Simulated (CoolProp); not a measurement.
Properties of R1224YDZ along the isobar 13.3 MPa (Tc = 428.7 K, pc = 3.334 MPa, ω = 0.325).

Values from CoolProp's reference Helmholtz-energy equation of state, Akasaka 2023.

```
T (K)          phase  cv (kJ/(kg K))  Joule-Thomson coefficient (K/MPa)  fugacity coefficient
-----  -------------  --------------  ---------------------------------  --------------------
346.4         liquid          0.8777                            -0.2010               0.06806
355.5         liquid          0.8890                            -0.1709               0.08249
364.5         liquid          0.9000                            -0.1380               0.09844
373.6         liquid          0.9109                            -0.1011                0.1162
382.6         liquid          0.9215                           -0.06061                0.1354
391.7         liquid          0.9321                           -0.01519                0.1564
400.7         liquid          0.9423                            0.03470                0.1786
409.8         liquid          0.9525                            0.09075                0.2023
418.8         liquid          0.9623                             0.1523                0.2269
427.9         liquid          0.9721                             0.2214                0.2529
436.9  supercritical          0.9815                             0.2971                0.2794
446    supercritical          0.9909                             0.3819                0.3068
455    supercritical          0.9999                             0.4743                0.3345
464.1  supercritical           1.009                             0.5769                0.3628
473.1  supercritical           1.017                             0.6873                0.3909
```
